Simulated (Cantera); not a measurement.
Input: 1 mol SiH₂Cl₂, 0.24 mol C₂H₂, 49 mol H₂, 0.1 mol C₂H₄, at 1273 K and 240 Pa.

Cantera equilibrium calculation (NASA polynomials, part measured and part estimated; ideal gas, pure solids and liquids). Candidate condensed phases: C, C₆H₆, C₇H₈, C₈H₁₈, Si, SiC; 109 gas species. Mutual solubility and eutectic melting of coexisting phases are not modelled. The tables' values for SiCl₃ are old estimates; treat these amounts as uncertain. Equilibrium is a limit: real reactors are often held back by kinetics, nucleation or transport.

Base state: H₂ 0.964, HCl 0.0328, SiCl₂ 0.00289, SiCl₃ 6.67e-5, H 1.43e-5, SiHCl₃ 1.18e-5, SiCl₄ 1.01e-5 (mole fractions); condensed: Si(s) + SiC(s).

### Question
What changes in the equilibrium state with this change: temperature from 1273 K to 1800 K?

### Answer
```csv
species,before,after
H₂,0.964,0.956
HCl,0.0328,0.0318
H,1.43e-5,0.00715
Si,7.52e-9,0.00132
SiCl₂,0.00289,0.00327
SiH,3.49e-9,7.23e-5
Si₂C,<1e-9,1.41e-5
SiCl₄,1.01e-5,3.40e-9
"Si(s), mol",0.167,0
"SiC(s), mol",0.680,0.679
"Si(l), mol",0,0.0661
```
The tables' values for SiCl are old estimates; treat these amounts as uncertain. Gases not in the tables: Si₂H₆ and higher silanes.

### Question
What changes in the equilibrium state with this change: pressure from 240 Pa to 35000 Pa?

### Answer
```csv
species,before,after
H₂,0.964,0.968
HCl,0.0328,0.0274
SiCl₂,0.00289,0.00200
SiHCl₃,1.18e-5,0.000997
SiH₃Cl,8.73e-8,1.07e-5
SiH₂Cl₂,1.92e-6,0.000195
SiCl₄,1.01e-5,0.000705
H,1.43e-5,1.19e-6
"Si(s), mol",0.167,0.0961
"SiC(s), mol",0.680,0.680
```
